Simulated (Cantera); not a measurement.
**Diamond growth**

A diamond (100) surface in a fixed gas of H2 with x(CH4) = 0.0077, x(H) = 0.00056, at 1423 K, 0.118 atm; coverages are run to steady state.

Detailed kinetics in Cantera: the Harris–Goodwin 1993 mechanism for the reconstructed diamond (100) surface.

| x(CH3) | growth (µm/h) | θ c6HH | θ c6H* | θ c6*H | θ c6** | θ c6HM |
|---|---|---|---|---|---|---|
| 1e-06 | 0.00415 | 0.462 | 0.0524 | 0.464 | 0.0220 | 3.59e-7 |
| 2.8e-06 | 0.0116 | 0.462 | 0.0524 | 0.464 | 0.0220 | 1.00e-6 |
| 7.9e-06 | 0.0327 | 0.462 | 0.0524 | 0.464 | 0.0220 | 2.83e-6 |
| 2.2e-05 | 0.0911 | 0.462 | 0.0524 | 0.464 | 0.0220 | 7.89e-6 |
| 6.3e-05 | 0.260 | 0.461 | 0.0524 | 0.464 | 0.0219 | 2.26e-5 |
| 0.00018 | 0.738 | 0.461 | 0.0523 | 0.464 | 0.0217 | 6.45e-5 |
| 0.0005 | 2.01 | 0.461 | 0.0523 | 0.463 | 0.0213 | 0.000178 |
| 0.0014 | 5.35 | 0.460 | 0.0520 | 0.461 | 0.0202 | 0.000495 |
| 0.0039 | 13.1 | 0.457 | 0.0515 | 0.457 | 0.0177 | 0.00135 |
θ: site fractions in the mechanism's names (c6HH fully hydrogenated, c6H* and c6*H radical sites, c6** diradical, c6HM methylated).
